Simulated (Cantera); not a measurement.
Input (Python, Cantera) and output of one run.

```python
import numpy as np
import cantera as ct

gas_names = """
    C CH CH2 CH3 CH4 CN C2 C2H C2H2,acetylene C2H2,vinylidene C2H3,vinyl CH3CN C2H4 C2H5 C2H6 CCN CNC
    C2N2 C3 C3H3,propargyl C3H4,allene C3H4,propyne C3H4,cyclo- C3H5,allyl C3H6,propylene C3H6,cyclo-
    C3H7,n-propyl C3H7,i-propyl C3H8 C4 C4H2 C4H4,1,3-cyclo- C4H6,butadiene C4H6,2-butyne C4H6,cyclo-
    C4H8,1-butene C4H8,cis2-buten C4H8,tr2-butene C4H8,isobutene C4H8,cyclo- C4H9,n-butyl C4H9,i-butyl
    C4H9,s-butyl C4H9,t-butyl C4H10,isobutane C4H10,n-butane C4N2 C5 C5H6,1,3cyclo- C5H8,cyclo-
    C5H10,1-pentene C5H10,cyclo- C5H11,pentyl C5H11,t-pentyl C5H12,n-pentane C5H12,i-pentane
    CH3C(CH3)2CH3 C6H2 C6H5,phenyl C6H6 C6H10,cyclo- C6H12,1-hexene C6H12,cyclo- C6H13,n-hexyl
    C7H7,benzyl C7H8 C7H14,1-heptene C7H15,n-heptyl C7H16,n-heptane C8H8,styrene C8H10,ethylbenz
    C8H16,1-octene C8H17,n-octyl C8H18,isooctane C8H18,n-octane C9H19,n-nonyl C10H8,naphthale
    C10H21,n-decyl C12H9,o-bipheny C12H10,bipheny H HCN HCCN HNC H2 N NH NH2 NH3 N2 N2H2 N2H4
""".split()
cond_names = """
    C(gr) C6H6(L) C7H8(L) C8H18(L),n-octa
""".split()


def load(file, names, dense=False):
    # The tables refer to 1 bar. Condensed volumes are neglected.
    table = {s.name: s for s in ct.Species.list_from_file(file)}
    out = []
    for n in names:
        d = dict(table[n].input_data)
        d["thermo"] = dict(d["thermo"], **{"reference-pressure": 1e5})
        if dense:
            d["equation-of-state"] = {"model": "constant-volume", "density": "1e6 g/cm^3"}
        out.append(ct.Species.from_dict(d))
    return out


gas = ct.Solution(thermo="ideal-gas", species=load("nasa_gas.yaml", gas_names))
cond = {s.name: ct.Solution(thermo="fixed-stoichiometry", species=[s], name=s.name)
        for s in load("nasa_condensed.yaml", cond_names, dense=True)}
atoms = {
    'C6H6': {'C': 6, 'H': 6},
    'NH3': {'N': 1, 'H': 3},
    'H2': {'H': 2},
}
top_T = {'C(gr)': 4500}  # K; cautious upper limits of use, not melting points


def equilibrate(T, P, feed):
    n = {}
    for name, mol in feed.items():
        for a, k in atoms[name].items():
            n[a] = n.get(a, 0.0) + k * mol
    gas.TPX = T, P, n
    mass = sum(n.values()) * gas.mean_molecular_weight
    gas.equilibrate("TP")
    valid = [c for c in cond.values() if c.min_temp <= T <= top_T.get(c.name, c.max_temp)]
    mix = ct.Mixture([(gas, mass / gas.mean_molecular_weight)] + [(c, 0.0) for c in valid])
    mix.T, mix.P = T, P
    mix.equilibrate("TP", solver="vcs", rtol=1e-11, max_steps=5000)
    return mix


results = []
feed = {'C6H6': 1, 'NH3': 0.012, 'H2': 4}  # mol
P = 50000  # Pa
for T in [550, 650, 750, 850, 950, 1050, 1150, 1250, 1350, 1450]:
    mix = equilibrate(T, P, feed)
    results.append((T, P, feed, dict(zip(mix.species_names, mix.species_moles))))

top = {s: max(r[3][s] / sum(r[3][g] for g in gas_names) for r in results) for s in gas_names}
cols = sorted((s for s in top if top[s] > 1e-06), key=lambda s: -top[s])[:8]
seen = [c for c in cond_names if any(r[3].get(c, 0) > 1e-12 for r in results)]
print("log10 of partial pressures in bar; condensed amounts in mol")
print(f"{'T/K':>10s}" + "".join(f"{s[:9]:>10s}" for s in cols + seen))
for T, P, feed, n in results:
    ng = sum(n[g] for g in gas_names)
    print(f"{T:10.4g}" + "".join(f"{np.log10(max(n[s] / ng * P / 1e5, 1e-99)):10.3f}" for s in cols)
          + "".join(f"{n.get(c, 0):10.4g}" for c in seen))
```

Result:

```
log10 of partial pressures in bar; condensed amounts in mol
       T/K        H2       CH4        N2       NH3       HCN         H C2H2,acet      C2H6     C(gr)
       550    -1.479    -0.332    -3.088    -4.739   -13.294   -18.814   -20.102    -5.961     2.612
       650    -0.919    -0.422    -3.131    -4.671   -11.072   -15.321   -16.221    -5.690     2.973
       750    -0.571    -0.637    -3.211    -4.753    -9.502   -12.785   -13.444    -5.713     3.783
       850    -0.398    -1.002    -3.295    -4.976    -8.361   -10.887   -11.419    -6.029     4.834
       950    -0.334    -1.444    -3.342    -5.256    -7.489    -9.422    -9.895    -6.507     5.528
      1050    -0.313    -1.869    -3.359    -5.522    -6.790    -8.248    -8.697    -6.996     5.815
      1150    -0.306    -2.243    -3.366    -5.755    -6.215    -7.280    -7.719    -7.433     5.921
      1250    -0.304    -2.566    -3.369    -5.956    -5.733    -6.468    -6.903    -7.813     5.962
      1350    -0.303    -2.845    -3.371    -6.130    -5.324    -5.774    -6.210    -8.142      5.98
      1450    -0.302    -3.085    -3.375    -6.281    -4.973    -5.175    -5.614    -8.427     5.988
```

Method: chemical equilibrium by Gibbs-energy minimisation in Cantera with the NASA 1993 tables (ideal gas, pure condensed phases).
